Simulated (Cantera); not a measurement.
Feed: 1 mol Si(CH3)4, 0.029 mol HCl, 1400 mol H2, at 1.00 bar.

Equilibrium computed with Cantera from the NASA thermochemical tables; the gas is ideal and each condensed phase is pure. Candidate condensed phases: C, C6H6, C7H8, C8H18, Si, SiC; 109 gas species. Gases not in the tables: Si2H6 and higher silanes. Equilibrium is a limit: real reactors are often held back by kinetics, nucleation or transport.

Question: What share of the Si ends up in condensed phases as a function of T (K), at 1448, 1548, 1648, 1748, 1848, 1948, 2048, 2148, 2248, 2348?

Answer: 
```tsv
T (K)	Si condensed (%)	as
1448	100.0	SiC(s)
1548	100.0	SiC(s)
1648	100.0	SiC(s)
1748	99.9	SiC(s)
1848	99.8	SiC(s)
1948	99.2	SiC(s)
2048	97.3	SiC(s)
2148	89.4	SiC(s)
2248	61.1	SiC(s)
2348	0.0	-
```
